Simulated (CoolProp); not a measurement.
Aqueous ammonia as a coolant, 9 % by mass, freezing at -11.9 °C, 1 atm.

The numbers come from the Melinder's fits for secondary coolants in CoolProp.

| T (°C) | conductivity (W/(m K)) | density (kg/m³) | viscosity (mPa s) | Prandtl number |
|---|---|---|---|---|
| -5.1 | 0.493 | 966.5 | 2.36 | 20.2 |
| -1.7 | 0.499 | 966.1 | 2.09 | 17.6 |
| 1.7 | 0.506 | 965.6 | 1.86 | 15.5 |
| 5.2 | 0.511 | 965.0 | 1.67 | 13.8 |
| 8.6 | 0.517 | 964.3 | 1.52 | 12.4 |
| 12 | 0.523 | 963.5 | 1.39 | 11.1 |
| 15.5 | 0.528 | 962.6 | 1.27 | 10.1 |
| 18.9 | 0.534 | 961.6 | 1.16 | 9.12 |
| 22.3 | 0.540 | 960.5 | 1.07 | 8.27 |
| 25.8 | 0.547 | 959.3 | 0.973 | 7.46 |
